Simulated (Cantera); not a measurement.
A closed system holds: 1 mol HMDSO, 2.3 mol O₃, 32 mol H₂, 1.9 mol O₂, held at 802 °C and 750 Torr.

These are equilibrium values from Cantera (NASA tables, ideal gas, pure condensed phases), not measurements of a reactor. Candidate condensed phases: C, C₆H₆, C₇H₈, C₈H₁₈, H₂O, Si, SiC, SiO₂; 123 gas species. The feed counts by its element totals alone. The numbers say what is thermodynamically allowed, not how fast it happens.

Base state: H₂ 0.830, CO 0.115, H₂O 0.0402, CH₄ 0.00930, CO₂ 0.00597 (mole fractions); condensed: SiO₂(β-quartz).

Question: What changes in the equilibrium state with this change: pressure from 750 Torr to 0.0623 Torr?

Answer: 
```json
[
 {"species": "H₂", "before": "0.830", "after": "0.841"},
 {"species": "CO", "before": "0.115", "after": "0.123"},
 {"species": "H₂O", "before": "0.0402", "after": "0.0313"},
 {"species": "CH₄", "before": "0.00930", "after": "<1e-9"},
 {"species": "CO₂", "before": "0.00597", "after": "0.00491"},
 {"species": "SiO₂(β-quartz), mol", "before": "2.00", "after": "2.00"}
]
```

Question: What changes in the equilibrium state with this change: HMDSO replaced by SiH₂Cl₂?

Answer: 
| species | before | after |
|---|---|---|
| H₂ | 0.830 | 0.685 |
| H₂O | 0.0402 | 0.256 |
| HCl | 0 | 0.0588 |
| CO | 0.115 | 0 |
| CH₄ | 0.00930 | 0 |
| CO₂ | 0.00597 | 0 |
| SiO₂(β-quartz), mol | 2.00 | 1.00 |

Question: What changes in the equilibrium state with this change: temperature from 802 °C to 227 °C?

Answer: 
```tsv
species	before	after
H₂	0.830	0.609
H₂O	0.0402	0.220
CH₄	0.00930	0.171
CO	0.115	<1e-9
CO₂	0.00597	<1e-9
SiO₂(β-quartz), mol	2.00	0
SiO₂(α-quartz), mol	0	2.00
```
